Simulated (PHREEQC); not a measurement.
# Brine

Solution (72 °C): 0.051 mol CaCl2 and 0.00037 mol NaCl per kg of water. Closed to the air; pH follows from the charge balance.

Model: ion-association model, phreeqc.dat, run in PHREEQC.

Precipitation was switched off in this run.

Q: Estimate the specific conductance.

A: specific conductance 22700 µS/cm.

Away from 25 °C the constants follow the database's enthalpies or fits; those with neither stay at their 25 °C values.
